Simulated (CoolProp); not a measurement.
The fluid at 326.9 K and 0.552 MPa flows at 4 m/s in a round tube of 12.7 mm bore and 1.5 µm roughness, fully developed (64/Re and Nu = 3.66 if laminar; Colebrook and Gnielinski if turbulent). The same conditions are run with several fluids, on thermodynamics alone (safety and materials aside).

Model: reference Helmholtz-energy equation of state of each fluid (R22: Kamei 1995; dry air: Lemmon 2000; R143a: Lemmon and Jacobsen 2000; sulfur hexafluoride: Guder 2009; R407C: Lemmon 2003), in CoolProp. Blends and air are pseudo-pure fits.

| fluid | Reynolds number | Darcy friction factor | pressure drop (Pa/m) | heat-transfer coefficient (W/(m² K)) | mass flow (kg/h) |
|---|---|---|---|---|---|
| R22 | 62700 | 0.0203 | 240 | 150 | 34.1 |
| dry air | … | 0.0280 | 104 | 92.3 | … |
| R143a | 75700 | 0.0196 | 226 | 213 | 33.4 |
| sulfur hexafluoride | 94900 | 0.0188 | … | 232 | 56.8 |
| R407C | 70200 | 0.0199 | … | 189 | 34.1 |

**Question.** Complete the blanks.

**Answer.** 
- dry air, Reynolds number: 15000
- dry air, mass flow (kg/h): 10.7
- sulfur hexafluoride, pressure drop (Pa/m): 368
- R407C, pressure drop (Pa/m): 235

Transport values come from each fluid's own correlations; those of R22, R143a are estimates that may be off by 10 % or more.
